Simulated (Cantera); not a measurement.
Feed: 1 mol AlN, 0.063 mol H₂, held at 1600 °C.

Cantera equilibrium calculation (NASA polynomials, part measured and part estimated; ideal gas, pure solids and liquids). Candidate condensed phases: Al, AlN; 13 gas species. The numbers say what is thermodynamically allowed, not how fast it happens.

Q: At 1000 Pa, list the 4 most abundant gas species with their mole fractions, and the condensed phases.

A: H₂ 0.968, Al 0.0168, N₂ 0.00869, H 0.00635. Condensed: AlN(s).
